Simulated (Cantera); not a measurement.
Feed: 1 mol CuO, 7.2 mol CO, held at 2000 °C and 13300 Pa.

Equilibrium computed with Cantera from the NASA thermochemical tables; the gas is ideal and each condensed phase is pure. Candidate condensed phases: C, Cu, CuO, Cu₂O; 15 gas species. Equilibrium is a limit: real reactors are often held back by kinetics, nucleation or transport.

Question: What is the equilibrium state?

Answer: 
```
Quantity                                    Value
--------------------------------------  ---------
x(CO)                                       0.756
x(CO₂)                                      0.122
x(Cu)                                       0.121
x(Cu₂)                                   0.000454
x(O)                                      5.01e-5
x(O₂)                                     1.87e-5
x(CuO)                                    1.62e-5
gas amount                              8.197 mol
log10 activity of Cu(l) (absent)            -0.39
log10 activity of C(graphite) (absent)      -5.29
```
